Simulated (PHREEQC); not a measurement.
Solution (25 °C): 0.056 mol/kgw H2SO4 and 0.11 mol/kgw MnSO4. Closed to the air; pH follows from the charge balance.

Computed with PHREEQC (ion-association model, wateq4f.dat).

No solid was allowed to form.

Task: Order these S species by the share of S that they hold, largest first: HSO4-, SO4-2, MnSO4.

Result: HSO4- (40 %), SO4-2 (33 %), MnSO4 (27 %)

The pH is 1.46 and the ionic strength 0.298 mol/kgw. Complexes and solids missing from the database can't appear.
